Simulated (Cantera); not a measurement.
A perfectly stirred reactor is fed with 3.38 % CH₄, 0.304 % C₂H₆, 3.14 % C₃H₈, 19.6 % O₂, 73.6 % N₂, equivalence ratio 1.2, at 360000 Pa; it is adiabatic with a 300 K inlet, and is followed from long to short residence time, starting on the burning branch (τ in s: 0.025, 0.015, 0.0094, 0.0057, 0.0035, 0.0021, 0.0013, 0.00077, 0.00047, 0.00028, 0.00017, 0.0001, 6.4e-05).

Cantera simulation using GRI-Mech 3.0 (53 species, 325 reactions); the numbers are that mechanism's predictions, not measurements. GRI-Mech 3.0 was tuned for natural gas; its chemistry of propane as a main component is partial and can be far from experiment.

**Question.** Predict: blow-out, bracketed by the residence times tried; x(CH₄) at τ = 25.0 ms; x(C₂H₆) at τ = 25.0 ms; x(C₃H₈) at τ = 25.0 ms; x(HCO) at τ = 25.0 ms; x(C₂H₄) at τ = 25.0 ms; x(CH₄) at τ = 1.30 ms; x(C₂H₆) at τ = 1.30 ms; x(C₃H₈) at τ = 1.30 ms; x(HCO) at τ = 1.30 ms; x(C₂H₄) at τ = 1.30 ms.

**Answer.** 
* **blow-out, bracketed by the residence times tried**: burning at 64.0 µs, the shortest tried
* **x(CH₄) at τ = 25.0 ms**: 1.64e-5
* **x(C₂H₆) at τ = 25.0 ms**: 3.54e-8
* **x(C₃H₈) at τ = 25.0 ms**: 2.83e-7
* **x(HCO) at τ = 25.0 ms**: 9.00e-8
* **x(C₂H₄) at τ = 25.0 ms**: 1.64e-6
* **x(CH₄) at τ = 1.30 ms**: 4.95e-5
* **x(C₂H₆) at τ = 1.30 ms**: 4.11e-7
* **x(C₃H₈) at τ = 1.30 ms**: 2.96e-6
* **x(HCO) at τ = 1.30 ms**: 8.85e-7
* **x(C₂H₄) at τ = 1.30 ms**: 1.15e-5
